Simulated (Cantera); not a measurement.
Input (Python, Cantera):

```python
import numpy as np
import cantera as ct

gas = ct.Solution("gri30.yaml")


def delay(T, t_max=10):
    gas.TPX = T, 1000000, {'C3H8': 1, 'O2': 11.6, 'N2': 44.2}
    reactor = ct.IdealGasConstPressureReactor(gas, clone=False)
    net = ct.ReactorNet([reactor])
    net.rtol, net.atol = 1e-8, 1e-16
    while net.time < t_max:
        t_old, T_old = net.time, reactor.T
        net.step()
        if reactor.T > T + 400:  # ignition: a rise of 400 K
            return t_old + (T + 400 - T_old) / (reactor.T - T_old) * (net.time - t_old)
    return np.nan


taus = []
for T in [1100, 1150, 1200, 1250, 1300, 1350, 1400]:
    taus.append(delay(T))
    print(f"T0 = {T:6g} K   tau = {taus[-1]:.4e} s")
```

It prints:

```
T0 =   1100 K   tau = 8.9033e-03 s
T0 =   1150 K   tau = 3.5809e-03 s
T0 =   1200 K   tau = 1.4720e-03 s
T0 =   1250 K   tau = 6.2440e-04 s
T0 =   1300 K   tau = 2.7718e-04 s
T0 =   1350 K   tau = 1.3044e-04 s
T0 =   1400 K   tau = 6.5615e-05 s
```

Computed with Cantera and GRI-Mech 3.0 (53 species, 325 reactions). GRI-Mech 3.0 was tuned for natural gas; its chemistry of propane as a main component is partial and can be far from experiment.
